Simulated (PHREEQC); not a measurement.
Make-up at 25 °C: 0.12 mol/kgw NH4HSO4. Closed to the air; pH follows from the charge balance.

All values are PHREEQC results (ion-association model, phreeqc.dat), not measurements.

Each row changes one thing in this solution. No solid was allowed to form.

```json
[
 {"case": "as made", "pH": "1.36", "ionic strength (mol/kgw)": "0.200", "NH4+ (mol/kgw)": "0.105", "NH3 (mol/kgw)": "9.04e-10"},
 {"case": "temperature from 25 to 55 °C", "pH": "1.48", "ionic strength (mol/kgw)": "…", "NH4+ (mol/kgw)": "0.109", "NH3 (mol/kgw)": "8.28e-9"},
 {"case": "diluted 10-fold with water", "pH": "2.13", "ionic strength (mol/kgw)": "0.0277", "NH4+ (mol/kgw)": "0.0114", "NH3 (mol/kgw)": "7.34e-10"},
 {"case": "NH4HSO4 replaced by NH4HS at the same molality", "pH": "8.10", "ionic strength (mol/kgw)": "0.114", "NH4+ (mol/kgw)": "0.114", "NH3 (mol/kgw)": "0.00582"},
 {"case": "temperature from 25 to 15 °C", "pH": "1.33", "ionic strength (mol/kgw)": "0.205", "NH4+ (mol/kgw)": "0.104", "NH3 (mol/kgw)": "4.01e-10"},
 {"case": "NH4HSO4 from 0.12 to 0.6 mol/kgw", "pH": "0.81", "ionic strength (mol/kgw)": "0.836", "NH4+ (mol/kgw)": "…", "NH3 (mol/kgw)": "8.27e-10"},
 {"case": "temperature from 25 to 45 °C", "pH": "1.44", "ionic strength (mol/kgw)": "0.187", "NH4+ (mol/kgw)": "0.108", "NH3 (mol/kgw)": "4.09e-9"}
]
```

Question: What belongs in the gaps?

Answer: 
- temperature from 25 to 55 °C, ionic strength (mol/kgw): 0.181
- NH4HSO4 from 0.12 to 0.6 mol/kgw, NH4+ (mol/kgw): 0.509

The ionic strength passes 0.7 mol/kgw, the rough limit of the ion-association models, in NH4HSO4 from 0.12 to 0.6 mol/kgw. Complexes and solids missing from the database can't appear. At this temperature some constants are extrapolated from 25 °C, and those without enthalpy data are left unchanged.
